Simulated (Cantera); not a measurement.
# Equilibrium for oxide etching and cleaning by halides: CaO + HBr + O2

Input: 1 mol CaO, a varied amount of HBr, 1.4 mol O2, equilibrated at 1577 °C and 0.100 bar.

Method: chemical equilibrium by Gibbs-energy minimisation in Cantera with the NASA 1993 tables (ideal gas, pure condensed phases). Candidate condensed phases: Br2, Ca, CaBr2, CaO, Ca(OH)2, H2O; 19 gas species. Rates play no part.

| n(HBr) (mol) | x HBr | x O2 | x Br | x H2O | x CaBr2 | x H2 | x Br2 | x OH | n CaO(s) |
|---|---|---|---|---|---|---|---|---|---|
| 1 | 0.0379 | 0.475 | 0.269 | 0.174 | 0.0372 | 6.78e-5 | 0.00389 | 0.00266 | 0.904 |
| 1.7 | 0.0553 | 0.334 | 0.317 | 0.224 | 0.0615 | 0.000104 | 0.00540 | 0.00276 | 0.793 |
| 3 | 0.0758 | 0.201 | 0.346 | 0.273 | 0.0947 | 0.000163 | 0.00645 | 0.00269 | 0.545 |
| 5.1 | 0.0951 | 0.106 | 0.348 | 0.310 | 0.131 | 0.000255 | 0.00651 | 0.00245 | 0.0682 |
| 8.6 | 0.169 | 0.0195 | 0.409 | 0.302 | 0.0902 | 0.000580 | 0.00898 | 0.00158 | 0 |
| 15 | 0.405 | 0.000102 | 0.315 | 0.213 | 0.0562 | 0.00565 | 0.00532 | 0.000356 | 0 |
| 25 | 0.573 | 3.05e-6 | 0.233 | 0.134 | 0.0353 | 0.0206 | 0.00293 | 0.000118 | 0 |
x: gas mole fraction; n: condensed amount in mol.

From 1 mol HBr to 5.1 mol HBr the condensed part is CaO(s). From 8.6 mol HBr to 25 mol HBr nothing is condensed. The main Ca-bearing gas is CaBr2 throughout.
